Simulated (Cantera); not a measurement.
A freely propagating, adiabatic, planar premixed flame of 35.3 % H2, 13.6 % O2, 51.1 % N2, equivalence ratio 1.3, unburnt at 575 K and 0.230 bar; mixture-averaged transport, grid criteria slope 0.08 and curve 0.16, no radiation.

Detailed kinetics in Cantera: the H2/O2 subset of GRI-Mech 3.0, which has no nitrogen chemistry. Burning velocities carry a grid error of a few per cent, more on coarse grids.

x: mole fraction of selected species; z is measured from the peak of heat release.

| z (mm) | T (K) | u (m/s) | x H2 | x O2 | x O | x H2O2 | x H | x OH |
|---|---|---|---|---|---|---|---|---|
| -9.18 | 575 | 6.65 | 0.353 | 0.136 | <1e-8 | <1e-8 | <1e-8 | <1e-8 |
| -6.12 | 575 | 6.65 | 0.353 | 0.136 | <1e-8 | <1e-8 | <1e-8 | <1e-8 |
| -4.59 | 575 | 6.65 | 0.353 | 0.136 | <1e-8 | <1e-8 | <1e-8 | <1e-8 |
| -3.06 | 575 | 6.65 | 0.353 | 0.136 | <1e-8 | <1e-8 | 7.26e-8 | <1e-8 |
| -1.53 | 583 | 6.72 | 0.351 | 0.136 | 6.59e-6 | … | 0.000248 | 3.06e-5 |
| -0.765 | 724 | 8.26 | 0.327 | 0.132 | 0.000242 | … | 0.00910 | 0.000413 |
| 0 | 1144 | 12.6 | 0.187 | 0.0830 | 0.00678 | 9.35e-7 | 0.0717 | 0.00323 |
| 0.765 | 1427 | 15.6 | 0.0861 | 0.0232 | 0.0111 | 9.39e-7 | 0.106 | 0.00791 |
| 1.53 | 1545 | 16.7 | 0.0795 | 0.0156 | 0.0109 | … | 0.0999 | 0.0100 |
| 3.06 | 1678 | 18.0 | 0.0836 | 0.0133 | 0.0101 | … | 0.0856 | 0.0122 |
| 6.12 | 1827 | 19.4 | 0.0877 | 0.0109 | 0.00857 | … | 0.0696 | 0.0140 |
| 12.2 | 1983 | 20.8 | 0.0903 | 0.00833 | 0.00663 | … | 0.0540 | 0.0151 |
| 24.5 | 2133 | 22.1 | 0.0915 | 0.00582 | 0.00458 | … | 0.0398 | 0.0149 |

Task: Some entries are withheld; supply them.

Result: 
- -1.53, x H2O2: 8.20e-7
- -0.765, x H2O2: 2.00e-6
- 1.53, x H2O2: 7.18e-7
- 3.06, x H2O2: 4.46e-7
- 6.12, x H2O2: 2.41e-7
- 12.2, x H2O2: 1.27e-7
- 24.5, x H2O2: 7.23e-8
